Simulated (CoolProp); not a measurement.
Vapour-liquid equilibrium of n-hexane (1) + cyclohexane (2) at 456.9 K; x and y are mole fractions of (1).

Computed with CoolProp (multi-fluid Helmholtz-energy mixture model, Thol 2019 and Zhou 2014; pair parameters Bell 2016).

Problem. Give the bubble pressure and the first vapour's composition at x = 0.05, 0.45, 0.65. Is there an azeotrope?

Solution. x = 0.05: 1.052 MPa, y = 0.064; x = 0.45: 1.203 MPa, y = 0.503; x = 0.65: 1.272 MPa, y = 0.692. No azeotrope shows between x = 0.05 and 0.95.

Pair parameters are fitted to limited data, so mixtures are less certain than the pure fluids.
